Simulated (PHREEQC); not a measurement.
Brine: speciation

Solution (32 °C): 0.96 mol KCl and 5.28e-05 mol H4SiO4 per kg of water. Closed to the air; pH follows from the charge balance.

The numbers come from PHREEQC with the Pitzer model, pitzer.dat.

No solid was allowed to form.

**Question.** Predict the pH, osmotic coefficient.

**Answer.** pH 6.72; osmotic coefficient 0.901.

Complexes and solids missing from the database can't appear.
